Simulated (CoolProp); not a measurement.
A single-stage vapour-compression cycle with the fluid: evaporating at 284.15 K (dew point), condensing at 317.15 K (bubble point), superheat 2 K, subcooling 8 K, compressor efficiency 0.85, no pressure losses. The same conditions are run with several fluids, on thermodynamics alone (safety and materials aside).

Computed with CoolProp (reference Helmholtz-energy equation of state of each fluid (R236FA: Pan 2012; cis-2-butene: Lemmon 2005; cyclopropane: Polt 1992; propylene: Lemmon 2013; n-pentane: Thol 2019; tetrahydrofuran: Fiedler 2023)). The equations of Platzer and Polt are older, rougher fits.

```json
[
 {"fluid": "R236FA", "cooling COP": "6.60", "pressure ratio": "(withheld)", "discharge temperature (K)": "317.1", "refrigerating effect (kJ/kg)": "124", "volumetric capacity (kJ/m³)": "(withheld)"},
 {"fluid": "cis-2-butene", "cooling COP": "6.84", "pressure ratio": "2.85", "discharge temperature (K)": "326.4", "refrigerating effect (kJ/kg)": "354", "volumetric capacity (kJ/m³)": "1160"},
 {"fluid": "cyclopropane", "cooling COP": "6.68", "pressure ratio": "2.41", "discharge temperature (K)": "335.1", "refrigerating effect (kJ/kg)": "369", "volumetric capacity (kJ/m³)": "3520"},
 {"fluid": "propylene", "cooling COP": "6.36", "pressure ratio": "2.25", "discharge temperature (K)": "329.3", "refrigerating effect (kJ/kg)": "297", "volumetric capacity (kJ/m³)": "4940"},
 {"fluid": "n-pentane", "cooling COP": "6.84", "pressure ratio": "3.34", "discharge temperature (K)": "317.1", "refrigerating effect (kJ/kg)": "322", "volumetric capacity (kJ/m³)": "394"},
 {"fluid": "tetrahydrofuran", "cooling COP": "6.98", "pressure ratio": "4.16", "discharge temperature (K)": "(withheld)", "refrigerating effect (kJ/kg)": "(withheld)", "volumetric capacity (kJ/m³)": "143"}
]
```

Some entries are withheld; supply them.


- R236FA, pressure ratio: 2.96
- R236FA, volumetric capacity (kJ/m³): 1400
- tetrahydrofuran, discharge temperature (K): 340.0
- tetrahydrofuran, refrigerating effect (kJ/kg): 414

The compression ends wet for: R236FA; n-pentane.
